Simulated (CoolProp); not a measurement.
Saturation properties of R1336mzz(Z).

The numbers come from the reference Helmholtz-energy equation of state, McLinden 2020 in CoolProp.

```
T (K)  p (kPa)  liquid density (kg/m³)  vapour density (kg/m³)  enthalpy of vaporisation (kJ/kg)  liquid cp (kJ/(kg K))
-----  -------  ----------------------  ----------------------  --------------------------------  ---------------------
279.5    33.38                    1412                   2.414                             176.7                  1.182
288.6    49.85                    1389                   3.520                             172.8                  1.201
297.6    71.99                    1366                   4.978                             168.7                  1.220
306.7    101.7                    1342                   6.903                             164.5                  1.238
315.8    140.3                    1318                   9.376                             160.2                  1.258
324.9    189.4                    1292                   12.51                             155.6                  1.278
334      251.0                    1266                   16.42                             150.9                  1.298
343      326.0                    1239                   21.21                             145.9                  1.320
352.1    418.1                    1210                   27.17                             140.7                  1.343
361.2    528.8                    1181                   34.45                             135.1                  1.369
```

It boils at 306.6 K under 1 atm.
